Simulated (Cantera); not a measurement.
What does this Cantera script print?

```python
import numpy as np
import cantera as ct

gas_names = [...]  # 109 gases of nasa_gas.yaml made of C, Cl, H, Si
cond_names = """
    C(gr) C6H6(L) C7H8(L) C8H18(L),n-octa Si(cr) Si(L) SiC(b)
""".split()


# ... load() reads the species with a 1 bar reference pressure and builds the phases ...
atoms = {
    'CH3SiCl3': {'C': 1, 'H': 3, 'Si': 1, 'CL': 3},
    'C2H2': {'C': 2, 'H': 2},
    'H2': {'H': 2},
}
top_T = {'C(gr)': 4500, 'SiC(b)': 3050}  # K; cautious upper limits of use, not melting points


# ... equilibrate(T, P, feed) seeds the gas with the atoms and calls Mixture.equilibrate('TP', solver="vcs", rtol=1e-11, max_steps=5000) ...
results = []
feed = {'CH3SiCl3': 1, 'C2H2': 0.11, 'H2': 42}  # mol
P = 16000  # Pa
for T in [1250, 1350, 1450, 1550, 1650, 1750, 1850, 1950, 2050, 2150, 2250, 2350, 2450, 2550]:
    mix = equilibrate(T, P, feed)
    results.append((T, P, feed, dict(zip(mix.species_names, mix.species_moles))))
    x = sorted(zip(gas.X, gas.species_names), reverse=True)
    print(f"T = {T:g} K  P = {P:g} Pa  gas = {mix.phase_moles(0):.4g} mol")
    print("   x: " + "  ".join(f"{s} {v:.3e}" for v, s in x if v > 1e-06))
    print("   condensed (mol): " + ("  ".join(f"{mix.phase(i).name} {mix.phase_moles(i):.4g}"
          for i in range(1, mix.n_phases) if mix.phase_moles(i) > 1e-12) or "none"))
```

Result:

```
T = 1250 K  P = 16000 Pa  gas = 45.04 mol
   x: H2 9.321e-01  HCL 6.627e-02  CH4 1.528e-03  SiCL4 4.389e-05  SiCL2 2.678e-05  SiHCL3 2.196e-05  SiCL3 1.281e-05  SiH2CL2 1.496e-06  H 1.167e-06
   condensed (mol): C(gr) 0.1559  SiC(b) 0.9952
T = 1350 K  P = 16000 Pa  gas = 45.07 mol
   x: H2 9.327e-01  HCL 6.636e-02  CH4 8.025e-04  SiCL2 5.046e-05  SiCL4 1.017e-05  SiCL3 1.014e-05  SiHCL3 8.189e-06  H 5.754e-06  C2H2,acetylene 1.155e-06
   condensed (mol): C(gr) 0.1873  SiC(b) 0.9964
T = 1450 K  P = 16000 Pa  gas = 45.09 mol
   x: H2 9.331e-01  HCL 6.631e-02  CH4 4.600e-04  SiCL2 8.655e-05  H 2.284e-05  SiCL3 8.261e-06  C2H2,acetylene 4.549e-06  SiHCL3 3.494e-06  SiCL4 2.881e-06  CL 1.322e-06
   condensed (mol): C(gr) 0.2034  SiC(b) 0.9954
T = 1550 K  P = 16000 Pa  gas = 45.1 mol
   x: H2 9.333e-01  HCL 6.621e-02  CH4 2.833e-04  SiCL2 1.378e-04  H 7.606e-05  C2H2,acetylene 1.497e-05  SiCL3 6.895e-06  CL 4.308e-06  SiHCL3 1.666e-06
   condensed (mol): C(gr) 0.2125  SiC(b) 0.9933
T = 1650 K  P = 16000 Pa  gas = 45.11 mol
   x: H2 9.333e-01  HCL 6.606e-02  H 2.194e-04  SiCL2 2.065e-04  CH4 1.852e-04  C2H2,acetylene 4.257e-05  CL 1.218e-05  SiCL3 5.870e-06
   condensed (mol): C(gr) 0.2174  SiC(b) 0.9903
T = 1750 K  P = 16000 Pa  gas = 45.12 mol
   x: H2 9.330e-01  HCL 6.586e-02  H 5.616e-04  SiCL2 2.940e-04  CH4 1.272e-04  C2H2,acetylene 1.072e-04  CL 3.058e-05  SiCL3 5.075e-06  CH3 1.554e-06
   condensed (mol): C(gr) 0.2181  SiC(b) 0.9864
T = 1850 K  P = 16000 Pa  gas = 45.14 mol
   x: H2 9.323e-01  HCL 6.558e-02  H 1.300e-03  SiCL2 4.008e-04  C2H2,acetylene 2.438e-04  CH4 9.104e-05  CL 6.951e-05  SiCL3 4.440e-06  CH3 2.558e-06  SiCL 2.137e-06  Si 1.213e-06  SiH2 1.183e-06
   condensed (mol): C(gr) 0.2122  SiC(b) 0.9815
T = 1950 K  P = 16000 Pa  gas = 45.17 mol
   x: H2 9.308e-01  HCL 6.519e-02  H 2.765e-03  SiCL2 5.265e-04  C2H2,acetylene 5.087e-04  CL 1.452e-04  CH4 6.744e-05  SiCL 6.943e-06  Si 6.750e-06  CH3 3.991e-06  SiCL3 3.918e-06  SiH2 3.348e-06  SiH 1.993e-06
   condensed (mol): C(gr) 0.1955  SiC(b) 0.9751
T = 2050 K  P = 16000 Pa  gas = 45.24 mol
   x: H2 9.278e-01  HCL 6.466e-02  H 5.463e-03  C2H2,acetylene 9.851e-04  SiCL2 6.692e-04  CL 2.818e-04  CH4 5.137e-05  Si 3.172e-05  SiCL 2.001e-05  SiH2 8.537e-06  SiH 7.394e-06  CH3 5.943e-06  SiCL3 3.478e-06  SiC2 1.648e-06  Si2C 1.068e-06
   condensed (mol): C(gr) 0.1616  SiC(b) 0.9663
T = 2150 K  P = 16000 Pa  gas = 45.36 mol
   x: H2 9.225e-01  HCL 6.391e-02  H 1.013e-02  C2H2,acetylene 1.787e-03  SiCL2 8.254e-04  CL 5.133e-04  Si 1.288e-04  SiCL 5.200e-05  CH4 3.999e-05  SiH 2.419e-05  SiH2 1.987e-05  SiC2 1.019e-05  CH3 8.484e-06  Si2C 6.340e-06  SiCL3 3.094e-06  C4H2 1.406e-06
   condensed (mol): C(gr) 0.1028  SiC(b) 0.9512
T = 2250 K  P = 16000 Pa  gas = 45.56 mol
   x: H2 9.136e-01  HCL 6.285e-02  H 1.775e-02  C2H2,acetylene 3.058e-03  SiCL2 9.893e-04  CL 8.836e-04  Si 4.610e-04  SiCL 1.234e-04  SiH 7.093e-05  SiC2 5.334e-05  SiH2 4.265e-05  Si2C 3.196e-05  CH4 3.160e-05  CH3 1.165e-05  C4H2 4.181e-06  SiCL3 2.747e-06  C2H 2.357e-06  C2HCL 1.537e-06  Si2 1.012e-06
   condensed (mol): C(gr) 0.01413  SiC(b) 0.9175
T = 2350 K  P = 16000 Pa  gas = 45.92 mol
   x: H2 8.999e-01  HCL 6.106e-02  H 2.958e-02  C2H2,acetylene 4.071e-03  Si 1.633e-03  CL 1.438e-03  SiCL2 1.261e-03  SiCL 2.965e-04  SiC2 2.187e-04  SiH 2.085e-04  Si2C 1.544e-04  SiH2 9.405e-05  CH4 2.283e-05  CH3 1.395e-05  C4H2 7.558e-06  C2H 6.839e-06  Si2 6.247e-06  SiCL3 2.637e-06  C2HCL 2.444e-06  C2H2,vinylidene 1.846e-06
   condensed (mol): SiC(b) 0.8146
T = 2450 K  P = 16000 Pa  gas = 46.58 mol
   x: H2 8.769e-01  HCL 5.866e-02  H 4.703e-02  C2H2,acetylene 5.997e-03  Si 4.861e-03  CL 2.233e-03  SiCL2 1.446e-03  SiC2 8.531e-04  SiCL 6.136e-04  Si2C 6.096e-04  SiH 5.199e-04  SiH2 1.791e-04  Si2 2.888e-05  C2H 2.072e-05  CH4 1.775e-05  CH3 1.732e-05  C4H2 1.691e-05  C2HCL 4.234e-06  C2H2,vinylidene 3.932e-06  SiCL3 2.316e-06  CH2 1.894e-06  SiC 1.520e-06  Si3 1.221e-06
   condensed (mol): SiC(b) 0.5455
T = 2550 K  P = 16000 Pa  gas = 47.69 mol
   x: H2 8.408e-01  H 7.151e-02  HCL 5.580e-02  Si 1.121e-02  C2H2,acetylene 9.081e-03  CL 3.339e-03  SiC2 2.719e-03  Si2C 1.597e-03  SiCL2 1.373e-03  SiH 1.009e-03  SiCL 1.008e-03  SiH2 2.687e-04  Si2 8.425e-05  C2H 6.153e-05  C4H2 4.057e-05  CH3 2.136e-05  CH4 1.413e-05  C2H2,vinylidene 8.354e-06  C2HCL 7.480e-06  SiC 5.932e-06  C3 4.872e-06  CH2 3.818e-06  Si3 3.743e-06  C 1.839e-06  SiCL3 1.716e-06
   condensed (mol): none
```

Cantera equilibrium calculation (NASA polynomials, part measured and part estimated; ideal gas, pure solids and liquids). The feed counts by its element totals alone. The tables' values for SiCl, SiCl3 are old estimates; treat these amounts as uncertain. Gases not in the tables: Si2H6 and higher silanes.
